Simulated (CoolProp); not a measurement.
Vapour-liquid equilibrium of acetone (1) + n-hexane (2) at 0.311 bar; x and y are mole fractions of (1).

Values from CoolProp's multi-fluid Helmholtz-energy mixture model, Lemmon 2006 and Thol 2019; pair parameters Bell 2016.

Give the bubble temperature and the first vapour's composition at x = 0.05, 0.125, 0.95. Is there an azeotrope?

x = 0.05: 28.6 °C, y = 0.275; x = 0.125: 23.4 °C, y = 0.451; x = 0.95: 22.6 °C, y = 0.850. y crosses x between x = 0.575 and 0.65: the model has an azeotrope there.

Pair parameters are fitted to limited data, so mixtures are less certain than the pure fluids.
